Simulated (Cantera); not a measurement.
A Cantera script and what it prints.

```python
import numpy as np
import cantera as ct

gas_names = """
    C CO CO2 C2 C2O C3 C3O2 C4 C5 Ca CaO Ca2 O O2 O3
""".split()
cond_names = """
    C(gr) Ca(a) Ca(b) Ca(L) CaCO3(caL) CaO(s) CaO(L)
""".split()


def load(file, names, dense=False):
    # The tables refer to 1 bar. Condensed volumes are neglected.
    table = {s.name: s for s in ct.Species.list_from_file(file)}
    out = []
    for n in names:
        d = dict(table[n].input_data)
        d["thermo"] = dict(d["thermo"], **{"reference-pressure": 1e5})
        if dense:
            d["equation-of-state"] = {"model": "constant-volume", "density": "1e6 g/cm^3"}
        out.append(ct.Species.from_dict(d))
    return out


gas = ct.Solution(thermo="ideal-gas", species=load("nasa_gas.yaml", gas_names))
cond = {s.name: ct.Solution(thermo="fixed-stoichiometry", species=[s], name=s.name)
        for s in load("nasa_condensed.yaml", cond_names, dense=True)}
atoms = {
    'CaCO3': {'Ca': 1, 'C': 1, 'O': 3},
    'O2': {'O': 2},
    'CO2': {'C': 1, 'O': 2},
}
top_T = {'C(gr)': 4500}  # K; cautious upper limits of use, not melting points


def equilibrate(T, P, feed):
    n = {}
    for name, mol in feed.items():
        for a, k in atoms[name].items():
            n[a] = n.get(a, 0.0) + k * mol
    gas.TPX = T, P, n
    mass = sum(n.values()) * gas.mean_molecular_weight
    gas.equilibrate("TP")
    valid = [c for c in cond.values() if c.min_temp <= T <= top_T.get(c.name, c.max_temp)]
    mix = ct.Mixture([(gas, mass / gas.mean_molecular_weight)] + [(c, 0.0) for c in valid])
    mix.T, mix.P = T, P
    mix.equilibrate("TP", solver="vcs", rtol=1e-11, max_steps=5000)
    return mix


results = []
feed = {'CaCO3': 1, 'O2': 0.34, 'CO2': 0.46}  # mol
P = 71000  # Pa
for T in [975, 1050, 1125, 1200, 1275, 1350, 1425, 1500, 1575, 1650, 1725, 1800]:
    mix = equilibrate(T, P, feed)
    results.append((T, P, feed, dict(zip(mix.species_names, mix.species_moles))))
    x = sorted(zip(gas.X, gas.species_names), reverse=True)
    print(f"T = {T:g} K  P = {P:g} Pa  gas = {mix.phase_moles(0):.4g} mol")
    print("   x: " + "  ".join(f"{s} {v:.3e}" for v, s in x if v > 1e-06))
    print("   condensed (mol): " + ("  ".join(f"{mix.phase(i).name} {mix.phase_moles(i):.4g}"
          for i in range(1, mix.n_phases) if mix.phase_moles(i) > 1e-12) or "none"))
```

It prints:

```
T = 975 K  P = 71000 Pa  gas = 0.8 mol
   x: CO2 5.750e-01  O2 4.250e-01
   condensed (mol): CaCO3(caL) 1
T = 1050 K  P = 71000 Pa  gas = 0.8 mol
   x: CO2 5.750e-01  O2 4.250e-01
   condensed (mol): CaCO3(caL) 1
T = 1125 K  P = 71000 Pa  gas = 1.337 mol
   x: CO2 7.456e-01  O2 2.544e-01
   condensed (mol): CaCO3(caL) 0.4633  CaO(s) 0.5367
T = 1200 K  P = 71000 Pa  gas = 1.8 mol
   x: CO2 8.111e-01  O2 1.889e-01
   condensed (mol): CaO(s) 1
T = 1275 K  P = 71000 Pa  gas = 1.8 mol
   x: CO2 8.111e-01  O2 1.889e-01
   condensed (mol): CaO(s) 1
T = 1350 K  P = 71000 Pa  gas = 1.8 mol
   x: CO2 8.111e-01  O2 1.889e-01
   condensed (mol): CaO(s) 1
T = 1425 K  P = 71000 Pa  gas = 1.8 mol
   x: CO2 8.111e-01  O2 1.889e-01  CO 3.317e-06
   condensed (mol): CaO(s) 1
T = 1500 K  P = 71000 Pa  gas = 1.8 mol
   x: CO2 8.111e-01  O2 1.889e-01  CO 1.084e-05  O 2.091e-06
   condensed (mol): CaO(s) 1
T = 1575 K  P = 71000 Pa  gas = 1.8 mol
   x: CO2 8.111e-01  O2 1.889e-01  CO 3.161e-05  O 5.522e-06
   condensed (mol): CaO(s) 1
T = 1650 K  P = 71000 Pa  gas = 1.8 mol
   x: CO2 8.110e-01  O2 1.889e-01  CO 8.350e-05  O 1.336e-05
   condensed (mol): CaO(s) 1
T = 1725 K  P = 71000 Pa  gas = 1.8 mol
   x: CO2 8.108e-01  O2 1.890e-01  CO 2.024e-04  O 2.994e-05
   condensed (mol): CaO(s) 1
T = 1800 K  P = 71000 Pa  gas = 1.8 mol
   x: CO2 8.104e-01  O2 1.890e-01  CO 4.552e-04  O 6.279e-05
   condensed (mol): CaO(s) 1
```

These are equilibrium values from Cantera (NASA tables, ideal gas, pure condensed phases), not measurements of a reactor. Mutual solubility and eutectic melting of coexisting phases are not modelled.
